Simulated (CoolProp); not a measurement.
Normal hydrogen along the isobar 4030 kPa: density (kg/m³) from the reference equation and from simpler models built on Tc = -240.0 °C, pc = 1296 kPa, ω = -0.219; each cubic takes its own stable root.

Computed with CoolProp (reference Helmholtz-energy equation of state, Leachman 2009).

| T (°C) | phase | reference | Soave-Redlich-Kwong | Peng-Robinson |
|---|---|---|---|---|
| -245.65 | liquid | 68.07 | [?] | [?] |
| -204.05 | supercritical | [?] | 15.66 | [?] |
| -162.55 | supercritical | 8.729 | 8.840 | 9.106 |
| -121.05 | supercritical | 6.257 | [?] | [?] |
| -79.45 | supercritical | 4.905 | 4.932 | 5.009 |
| -37.95 | supercritical | 4.045 | 4.061 | [?] |
| 3.65 | supercritical | 3.444 | 3.454 | 3.488 |
| 45.15 | supercritical | 3.001 | 3.007 | 3.032 |
| 86.65 | supercritical | 2.660 | 2.664 | 2.683 |

Question: Complete the blanks.

Answer: 
- -245.65, Soave-Redlich-Kwong: 71.76
- -245.65, Peng-Robinson: 80.30
- -204.05, reference: 15.33
- -204.05, Peng-Robinson: 16.47
- -121.05, Soave-Redlich-Kwong: 6.308
- -121.05, Peng-Robinson: 6.439
- -37.95, Peng-Robinson: 4.110
